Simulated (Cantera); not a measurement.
A Cantera script and its output.

```python
import numpy as np
import cantera as ct

gas = ct.Solution("gri30.yaml")
gas.TPX = 775, 1000000, {'CH3OH': 1, 'O2': 3, 'N2': 11.3, 'CO2': 1}
inlet = ct.Reservoir(gas, clone=True)
gas.equilibrate("HP")  # start burning
reactor = ct.IdealGasConstPressureReactor(gas, energy="on", clone=False)
exhaust = ct.Reservoir(gas, clone=True)
tau = [0.25, 0.087, 0.031, 0.011, 0.004, 0.0014, 0.00051, 0.00018, 6.5e-05, 2.3e-05, 8.3e-06][0]
for a, b in ((inlet, reactor), (reactor, exhaust)):
    ct.MassFlowController(a, b, mdot=lambda t: reactor.mass / tau)
net = ct.ReactorNet([reactor])
show = ['CH3OH', 'O2', 'CO2', 'CH4', 'H2', 'O', 'CH2CO']

rows = []
print(f"{'tau/s':>10s}{'T/K':>9s}" + "".join(f"{s:>11s}" for s in show))
for tau in [0.25, 0.087, 0.031, 0.011, 0.004, 0.0014, 0.00051, 0.00018, 6.5e-05, 2.3e-05, 8.3e-06]:
    net.initial_time = 0.0
    net.advance(30 * tau)
    before = gas.X
    net.advance(40 * tau)
    drift = np.max(np.abs(gas.X - before) / (gas.X + 1e-9))
    rows.append([gas.T, *gas[show].X, drift])
    print(f"{tau:10.3e}{gas.T:9.1f}" + "".join(f"{x:11.3e}" for x in gas[show].X))
```

Output:

```
     tau/s      T/K      CH3OH         O2        CO2        CH4         H2          O      CH2CO
 2.500e-01   1824.2  4.085e-07  8.917e-02  1.190e-01  6.463e-09  1.023e-05  1.600e-05  4.011e-13
 8.700e-02   1823.8  1.095e-06  8.920e-02  1.189e-01  1.510e-08  1.309e-05  1.852e-05  1.784e-12
 3.100e-02   1822.7  2.694e-06  8.923e-02  1.188e-01  2.861e-08  1.976e-05  2.436e-05  7.748e-12
 1.100e-02   1820.6  6.225e-06  8.931e-02  1.186e-01  4.464e-08  3.421e-05  3.672e-05  3.077e-11
 4.000e-03   1816.3  1.353e-05  8.949e-02  1.181e-01  6.171e-08  6.280e-05  5.958e-05  1.087e-10
 1.400e-03   1807.5  3.000e-05  8.994e-02  1.170e-01  8.777e-08  1.226e-04  1.014e-04  3.949e-10
 5.100e-04   1789.7  6.694e-05  9.097e-02  1.146e-01  1.495e-07  2.422e-04  1.640e-04  1.488e-09
 1.800e-04   1739.9  1.962e-04  9.424e-02  1.078e-01  4.583e-07  5.793e-04  2.154e-04  8.717e-09
 6.500e-05    775.0  6.135e-02  1.840e-01  6.135e-02  2.994e-16  2.442e-16  8.899e-20  6.418e-22
 2.300e-05    775.0  6.135e-02  1.840e-01  6.135e-02  5.345e-17  5.808e-17  8.857e-20  5.291e-25
 8.300e-06    775.0  6.135e-02  1.840e-01  6.135e-02  8.161e-18  2.048e-17  8.767e-20  1.391e-28
```

Cantera simulation using GRI-Mech 3.0 (53 species, 325 reactions); the numbers are that mechanism's predictions, not measurements. GRI-Mech 3.0 was tuned for natural gas; its chemistry of methanol as a main component is partial and can be far from experiment.
